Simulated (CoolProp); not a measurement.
Properties of decamethylcyclopentasiloxane (D5) along the isobar 1440 kPa.

Values from CoolProp's reference Helmholtz-energy equation of state, Thol 2019.

```csv
T (°C),phase,density (kg/m³),cp (kJ/(kg K))
225.35,liquid,(withheld),2.016
242.65,liquid,709.8,2.049
260.05,liquid,684.6,(withheld)
277.35,liquid,657.2,(withheld)
294.75,liquid,(withheld),(withheld)
312.15,liquid,589.6,2.234
329.45,liquid,(withheld),(withheld)
346.85,supercritical,476.8,2.529
```

**Question.** Some entries are withheld; supply them.

**Answer.** 
- 225.35, density (kg/m³): 733.1
- 260.05, cp (kJ/(kg K)): 2.085
- 277.35, cp (kJ/(kg K)): 2.125
- 294.75, density (kg/m³): 626.1
- 294.75, cp (kJ/(kg K)): 2.173
- 329.45, density (kg/m³): 543.7
- 329.45, cp (kJ/(kg K)): 2.328
